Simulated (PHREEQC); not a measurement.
Dissolve 0.59 mol/kgw HCl and 0.0016 mol/kgw CuCl2 at 20 °C. Closed to the air; pH follows from the charge balance.

All values are PHREEQC results (ion-association model, phreeqc.dat), not measurements.

**Question.** The ionic strength comes out as 0.594 mol/kgw. What activity coefficients do H+, Cl-, CuCl+, Cu+2 get?

**Answer.** H+ 0.76, Cl- 0.64, CuCl+ 0.64, Cu+2 0.24.

Precipitation was switched off in this run.
